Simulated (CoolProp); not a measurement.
The numbers come from the reference Helmholtz-energy equation of state, de Reuck 1990 in CoolProp.

For fluorine, give the phase and the Z, cp (kJ/(kg K)) at 84.3 K and 364 kPa; 105.2 K and 5430 kPa.


- 84.3 K and 364 kPa: liquid; Z 0.0131, cp 1.51
- 105.2 K and 5430 kPa: liquid; Z 0.172, cp 1.57
